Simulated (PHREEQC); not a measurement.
1 kg of water holding 0.18 mol K2SO4, 0.0072 mol KCl and 0.0038 mol K2CO3 is evaporated at 60 °C; the solids stay in contact with the brine. CO2 is held at log p = -3.4 (atm). Solids allowed: Arcanite, Kalicinite, Misenite, Sylvite. Others were left out.

The series has 28 steps of water left (kg), from 1 to 0.00503.

Equilibrium calculation in PHREEQC: Pitzer model, pitzer.dat.

### Question
Which solids form, in which order, and at which step of the series does each first stand?

### Answer
Arcanite from water left = 0.1711 kg (pH 9.44).

Species that the database lacks are ignored. Constants without temperature data keep their 25 °C values here.
